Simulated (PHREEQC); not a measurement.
## Buffer (model solution)

A solution holds 4.6 mmol/kgw NH4Cl, 4.9 mmol/kgw NaOH and 1 mmol/kgw NaCl, at 85 °C. Closed to the air; pH follows from the charge balance.

Computed with PHREEQC (ion-association model, wateq4f.dat).

| Quantity | Result |
|---|---|
| pH | 9.16 |
| ionic strength | 0.00608 mol/kgw |
| total alkalinity | 4.90 meq/kg |

```csv
species,molality,activity,log γ
Na+,0.00590,0.00538,-0.040
Cl-,0.00560,0.00509,-0.041
NH3,0.00442,0.00442,0.000
OH-,0.000479,0.000436,-0.041
NH4+,0.000179,0.000163,-0.041
```

No solid was allowed to form. Species that the database lacks are ignored. Constants without temperature data keep their 25 °C values here.
